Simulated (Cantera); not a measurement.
An isothermal, constant-pressure homogeneous reactor starts with NO : N₂ = 1 : 2.8 (molar parts), at 1600 K and 1.00 bar.

Computed with Cantera and GRI-Mech 3.0 (53 species, 325 reactions).

Question: Predict: x(NO) at 9.00 s; x(NO₂) at 9.00 s; x(N₂O) at 9.00 s; x(O₂) at 9.00 s; x(O) at 9.00 s.

Answer: 
- x(NO) at 9.00 s = 0.229 (gas-phase equilibrium 0.00161)
- x(NO₂) at 9.00 s = 0.000271 (gas-phase equilibrium 5.10e-6)
- x(N₂O) at 9.00 s = 1.91e-5 (gas-phase equilibrium 1.01e-7)
- x(O₂) at 9.00 s = 0.0169 (gas-phase equilibrium 0.131)
- x(O) at 9.00 s = 2.01e-6 (gas-phase equilibrium 5.28e-6)
